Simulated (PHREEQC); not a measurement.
A solution holds 1.8 mmol/kgw NH4HF2 and 0.74 mmol/kgw H3PO4, at 25 °C. Closed to the air; pH follows from the charge balance.

Model: ion-association model, phreeqc.dat, run in PHREEQC.

No solid was allowed to form.

Problem. Predict the pH, ionic strength.

Solution. pH 3.17; ionic strength 0.00251 mol/kgw.

Problem. In which forms is P present?

Solution. H2PO4- 91 %, H3PO4 8.6 % of the P.

Species that the database lacks are ignored.
